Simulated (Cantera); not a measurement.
Input (Python, Cantera) and output of one run.

```python
import numpy as np
import cantera as ct

gas_names = """
    H H2 N NH NH2 NH3 N2 N2H2 N2H4 Pb Pb2
""".split()
cond_names = """
    Pb(cr) Pb(L)
""".split()


# ... load() reads the species with a 1 bar reference pressure and builds the phases ...
atoms = {
    'Pb': {'Pb': 1},
    'H2': {'H': 2},
    'N2': {'N': 2},
}
top_T = {}  # K; cautious upper limits of use, not melting points


# ... equilibrate(T, P, feed) seeds the gas with the atoms and calls Mixture.equilibrate('TP', solver="vcs", rtol=1e-11, max_steps=5000) ...
results = []
feed = {'Pb': 1, 'H2': 0.19, 'N2': 4.7}  # mol
P = 750000  # Pa
for T in [475, 625, 775, 925, 1075, 1225, 1375]:
    mix = equilibrate(T, P, feed)
    results.append((T, P, feed, dict(zip(mix.species_names, mix.species_moles))))

top = {s: max(r[3][s] / sum(r[3][g] for g in gas_names) for r in results) for s in gas_names}
cols = sorted((s for s in top if top[s] > 0.001), key=lambda s: -top[s])[:5]
seen = [c for c in cond_names if any(r[3].get(c, 0) > 1e-12 for r in results)]
print("log10 of partial pressures in bar; condensed amounts in mol")
print(f"{'T/K':>10s}" + "".join(f"{s[:9]:>10s}" for s in cols + seen))
for T, P, feed, n in results:
    ng = sum(n[g] for g in gas_names)
    print(f"{T:10.4g}" + "".join(f"{np.log10(max(n[s] / ng * P / 1e5, 1e-99)):10.3f}" for s in cols)
          + "".join(f"{n.get(c, 0):10.4g}" for c in seen))
```

It prints:

```
log10 of partial pressures in bar; condensed amounts in mol
       T/K        N2        H2       NH3    Pb(cr)     Pb(L)
       475     0.860    -0.818    -1.021         1         0
       625     0.858    -0.559    -1.971         0         1
       775     0.858    -0.539    -2.791         0         1
       925     0.858    -0.536    -3.378         0         1
      1075     0.858    -0.536    -3.811         0         1
      1225     0.858    -0.536    -4.143         0    0.9994
      1375     0.857    -0.536    -4.405         0    0.9957
```

Cantera equilibrium calculation (NASA polynomials, part measured and part estimated; ideal gas, pure solids and liquids).
